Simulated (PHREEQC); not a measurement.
1 kg of water holding 77 mmol/kgw Na2SO4, 25 mmol/kgw MgSO4, 96 mmol/kgw K2SO4 and 31 mmol/kgw NaCl is evaporated at 90 °C; the solids stay in contact with the brine. CO2 from the air is kept out. Solids allowed: Arcanite, Bischofite, Bloedite, Brucite, Carnallite, Epsomite, Glaserite, Halite, Hexahydrite, Kainite, Kieserite, Leonite, Mirabilite, Misenite, Schoenite, Sylvite, Thenardite, MgCl2_4H2O. Others were left out.

Computed with PHREEQC (Pitzer model, pitzer.dat).

```csv
water left (kg),ionic strength,water activity,Glaserite (mol),Cl in solution (mol/kgw),Mg in solution (mol/kgw)
1,0.650,0.992,0,0.0310,0.0250
0.8219,0.791,0.990,0,0.0377,0.0304
0.5552,…,…,0,0.0558,0.0450
0.4563,1.42,…,0,0.0679,0.0548
0.3082,…,0.976,0,0.101,0.0811
0.2533,…,0.971,0,0.122,0.0987
0.2082,3.12,0.965,0,0.149,0.120
0.1407,4.62,0.949,0,0.220,0.178
0.1156,5.62,…,0,0.268,0.216
0.09502,6.84,…,0,0.326,0.263
0.06418,9.35,0.901,0.00833,0.483,0.390
0.05275,10.2,0.893,0.0183,0.588,0.474
0.03564,…,0.870,0.0312,0.870,0.701
0.0293,15.4,0.859,0.0332,1.06,0.853
```

Complete the blanks.


- 0.5552, ionic strength: 1.17
- 0.5552, water activity: 0.986
- 0.4563, water activity: 0.983
- 0.3082, ionic strength: 2.11
- 0.2533, ionic strength: 2.57
- 0.1156, water activity: 0.938
- 0.09502, water activity: 0.926
- 0.03564, ionic strength: 13.0

Complexes and solids missing from the database can't appear. Constants without temperature data keep their 25 °C values here.
